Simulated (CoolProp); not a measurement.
Vapour-liquid equilibrium of n-octane (1) + n-dodecane (2) at 5.61 bar; x and y are mole fractions of (1).

Values from CoolProp's multi-fluid Helmholtz-energy mixture model, Beckmüller 2019 and Lemmon 2004; pair parameters Bell 2016.

Give the bubble temperature and the first vapour's composition at x = 0.275, 0.575, 0.725. Is there an azeotrope?

x = 0.275: 265.1 °C, y = 0.574; x = 0.575: 232.0 °C, y = 0.861; x = 0.725: 219.2 °C, y = 0.931. No azeotrope shows between x = 0.05 and 0.95.

Pair parameters are fitted to limited data, so mixtures are less certain than the pure fluids.
